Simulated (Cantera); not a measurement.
Gas mixture: 100 % O₂, at 0.987 atm, frozen composition.

Cantera's kinetic-theory transport with the Lennard-Jones parameters of GRI-Mech 3.0, ideal gas; thermal conductivity in the multicomponent form.

D: mixture-averaged diffusion coefficient of that species in the mixture.

```json
[
 {"T (K)": "400", "ρ (kg/m³)": "0.962", "cp (J/kg/K)": "941.4", "μ (µPa s)": "25.6", "λ (mW/m/K)": "33.9", "Pr": "0.712", "D (cm²/s) H₂O": "0.405", "D (cm²/s) N₂": "…", "D (cm²/s) CO₂": "0.267"},
 {"T (K)": "550", "ρ (kg/m³)": "0.700", "cp (J/kg/K)": "987.2", "μ (µPa s)": "32.1", "λ (mW/m/K)": "44.6", "Pr": "0.711", "D (cm²/s) H₂O": "0.736", "D (cm²/s) N₂": "…", "D (cm²/s) CO₂": "0.471"},
 {"T (K)": "700", "ρ (kg/m³)": "0.550", "cp (J/kg/K)": "1031", "μ (µPa s)": "37.8", "λ (mW/m/K)": "54.9", "Pr": "0.710", "D (cm²/s) H₂O": "1.14", "D (cm²/s) N₂": "…", "D (cm²/s) CO₂": "0.715"},
 {"T (K)": "850", "ρ (kg/m³)": "0.453", "cp (J/kg/K)": "1065", "μ (µPa s)": "43.0", "λ (mW/m/K)": "64.6", "Pr": "0.709", "D (cm²/s) H₂O": "1.61", "D (cm²/s) N₂": "…", "D (cm²/s) CO₂": "0.997"},
 {"T (K)": "1000", "ρ (kg/m³)": "0.385", "cp (J/kg/K)": "1090", "μ (µPa s)": "47.9", "λ (mW/m/K)": "73.7", "Pr": "0.709", "D (cm²/s) H₂O": "2.15", "D (cm²/s) N₂": "…", "D (cm²/s) CO₂": "1.31"},
 {"T (K)": "1150", "ρ (kg/m³)": "0.335", "cp (J/kg/K)": "1109", "μ (µPa s)": "52.5", "λ (mW/m/K)": "82.1", "Pr": "0.709", "D (cm²/s) H₂O": "2.74", "D (cm²/s) N₂": "…", "D (cm²/s) CO₂": "1.66"},
 {"T (K)": "1300", "ρ (kg/m³)": "0.296", "cp (J/kg/K)": "1125", "μ (µPa s)": "56.9", "λ (mW/m/K)": "90.3", "Pr": "0.708", "D (cm²/s) H₂O": "3.38", "D (cm²/s) N₂": "…", "D (cm²/s) CO₂": "2.04"},
 {"T (K)": "1450", "ρ (kg/m³)": "0.265", "cp (J/kg/K)": "1139", "μ (µPa s)": "61.0", "λ (mW/m/K)": "98.2", "Pr": "0.708", "D (cm²/s) H₂O": "4.07", "D (cm²/s) N₂": "…", "D (cm²/s) CO₂": "2.45"}
]
```

**Question.** Complete the blanks.

**Answer.** 
- 400, D (cm²/s) N₂: 0.350
- 550, D (cm²/s) N₂: 0.604
- 700, D (cm²/s) N₂: 0.908
- 850, D (cm²/s) N₂: 1.26
- 1000, D (cm²/s) N₂: 1.65
- 1150, D (cm²/s) N₂: 2.08
- 1300, D (cm²/s) N₂: 2.55
- 1450, D (cm²/s) N₂: 3.06
